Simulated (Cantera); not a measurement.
A perfectly stirred reactor is fed with C2H4 : H2 = 1 : 80 (molar parts), at 0.207 atm; it is held at 1950 K, and followed from long to short residence time.

Cantera simulation using GRI-Mech 3.0 (53 species, 325 reactions); the numbers are that mechanism's predictions, not measurements. GRI-Mech 3.0 was tuned for natural gas; its chemistry of ethylene as a main component is partial and can be far from experiment. GRI-Mech 3.0 stops at C3 and has no aromatics, soot or wall deposition, so with more carbon than oxygen in the feed, carbon stays in small species such as C2H2 where larger ones or solid carbon would form.

### Question
Predict: x(C2H4) at τ = 7.50 s; x(H2) at τ = 7.50 s; x(CH4) at τ = 7.50 s; x(CH3) at τ = 7.50 s; x(C2H6) at τ = 7.50 s; x(C2H4) at τ = 83.0 ms; x(H2) at τ = 83.0 ms; x(CH4) at τ = 83.0 ms; x(CH3) at τ = 83.0 ms; x(C2H6) at τ = 83.0 ms.

### Answer
```
Item                      Result
----------------------  --------
x(C2H4) at τ = 7.50 s    2.21e-5
x(H2) at τ = 7.50 s        0.985
x(CH4) at τ = 7.50 s    0.000452
x(CH3) at τ = 7.50 s     2.27e-5
x(C2H6) at τ = 7.50 s    2.76e-9
x(C2H4) at τ = 83.0 ms   3.44e-5
x(H2) at τ = 83.0 ms       0.986
x(CH4) at τ = 83.0 ms   0.000101
x(CH3) at τ = 83.0 ms    4.10e-6
x(C2H6) at τ = 83.0 ms   1.45e-9
```
